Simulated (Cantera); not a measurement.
Charge: 1 mol B2H6, 1.4 mol N2, held at 1300 K and 0.380 bar.

These are equilibrium values from Cantera (NASA tables, ideal gas, pure condensed phases), not measurements of a reactor. Candidate condensed phases: B, BN; 15 gas species. The feed counts by its element totals alone. N2 is the only nitrogen source here; it is nearly inert below about 1500 K, so the nitride shown seldom forms there in practice. Kinetics and transport are ignored.

Base state: H2 0.882, N2 0.118, NH3 1.34e-5 (mole fractions); condensed: BN(s).

What changes in the equilibrium state with this change: temperature from 1300 K to 2175 K?


```tsv
species	before	after
H2	0.882	0.875
N2	0.118	0.117
H	1.69e-6	0.00741
BH2	<1e-9	0.000176
NH3	1.34e-5	1.64e-6
BN(s), mol	2.00	2.00
```
The tables' values for BH2 are old estimates; treat these amounts as uncertain.

What changes in the equilibrium state with this change: temperature from 1300 K to 2350 K?


```
species      before    after
----------  -------  -------
H2            0.882    0.863
N2            0.118    0.117
H           1.69e-6   0.0188
BH2           <1e-9  0.00105
B             <1e-9  2.33e-5
BH3           <1e-9  1.80e-5
BN(s), mol     2.00     2.00
```
The tables' values for BH2 are old estimates; treat these amounts as uncertain. Gases not in the tables: B2H6 and higher boranes.
